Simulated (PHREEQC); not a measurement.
PHREEQC input (ion-association model, wateq4f.dat):

```
SOLUTION_MASTER_SPECIES
  An  An-  0  An  62.0  # stands for a non-complexing anion
SOLUTION_SPECIES
  An- = An-
    -log_k 0
    -gamma 3.0 0
PHASES
  Fix_H+
    H+ = H+
    -log_k 0
SOLUTION 1
  temp 25
  units mmol/kgw
  pH 7 charge
  F 0.011
  Na 1.011
  An 1
END
SELECTED_OUTPUT 1
  -reset false
  -pH true
  -pe true
  -ionic_strength true
  -water true
  -totals F Na
  -molalities Hfo_wOH Hfo_wOH2+ Hfo_wO- Hfo_sOH Hfo_sOH2+ Hfo_sO- Hfo_wF Hfo_wOHF-
USER_PUNCH 1
  -headings sigma psi
  10 PUNCH EDL("sigma", "Hfo"), EDL("psi", "Hfo")
PRINT
  -reset false
USE solution 1
SURFACE 1
  Hfo_wOH 0.000966292 600 0.43
  Hfo_sOH 2.41573e-05
EQUILIBRIUM_PHASES 1
  Fix_H+ -3 HAn 10
    -force_equality true
  O2(g) -0.68 10
END
# ... the last block is repeated for the other 12 points of pH, with NaOH or the acid as the point needs
```

Selected output (columns that matter, 13 of 13 rows; pH added in front):

```
pH	mu	F	Na	m_Hfo_wOH	m_Hfo_wOH2+	m_Hfo_wO-	m_Hfo_sOH	m_Hfo_sOH2+	m_Hfo_sO-	m_Hfo_wF	m_Hfo_wOHF-	sigma	psi
3	0.0024059	1.2286e-07	0.001011	0.00027642	0.00067641	2.5878e-06	6.9892e-06	1.7103e-05	6.5432e-08	6.6613e-06	4.2158e-06	0.25681	0.23079
3.67	0.0014433	9.5536e-08	0.001011	0.00051146	0.00042999	1.3937e-05	1.2933e-05	1.0872e-05	3.5241e-07	3.8366e-06	7.0678e-06	0.1569	0.2186
4.33	0.0011824	1.7669e-07	0.001011	0.00064074	0.00028129	3.3435e-05	1.62e-05	7.112e-06	8.4535e-07	2.3904e-06	8.4329e-06	0.09189	0.19625
5	0.0010893	4.8634e-07	0.001011	0.00070094	0.00019798	5.6851e-05	1.7716e-05	5.004e-06	1.4369e-06	1.6217e-06	8.892e-06	0.050793	0.16795
5.67	0.0010485	1.5377e-06	0.001011	0.00072442	0.00015469	7.7719e-05	1.829e-05	3.9055e-06	1.9622e-06	1.1465e-06	8.3158e-06	0.026404	0.1355
6.33	0.001029	4.2587e-06	0.001011	0.00073383	0.00013287	9.2846e-05	1.8475e-05	3.3451e-06	2.3375e-06	7.0564e-07	6.0357e-06	0.013089	0.10069
7	0.001019	8.0137e-06	0.001011	0.0007389	0.00012123	0.00010317	1.853e-05	3.0401e-06	2.5873e-06	2.8605e-07	2.7002e-06	0.0059122	0.063592
7.67	0.0010136	1.0148e-05	0.001011	0.00074104	0.00011508	0.00010932	1.8542e-05	2.8795e-06	2.7353e-06	7.768e-08	7.7471e-07	0.0019199	0.025369
8.33	0.0010143	1.0795e-05	0.0010155	0.00074159	0.00011112	0.00011338	1.8544e-05	2.7786e-06	2.8351e-06	1.8092e-08	1.87e-07	-0.00093709	-0.012755
9	0.0010272	1.0954e-05	0.0010331	0.00074149	0.00010664	0.00011811	1.8538e-05	2.6661e-06	2.9529e-06	3.9236e-09	4.2253e-08	-0.0044137	-0.051336
9.67	0.0010737	1.0989e-05	0.0010878	0.00074045	9.9152e-05	0.00012668	1.8512e-05	2.4788e-06	3.1669e-06	8.3972e-10	9.712e-09	-0.010555	-0.089137
10.33	0.0012649	1.0997e-05	0.0012961	0.0007355	8.5006e-05	0.00014578	1.8387e-05	2.1252e-06	3.6446e-06	1.8204e-10	2.4393e-09	-0.023301	-0.1244
11	0.0021386	1.0999e-05	0.0022122	0.00070821	5.7202e-05	0.00020087	1.7705e-05	1.43e-06	5.0218e-06	3.704e-11	7.1021e-10	-0.055078	-0.15483
```

The oxide is taken as insoluble; below pH 4 it would dissolve.
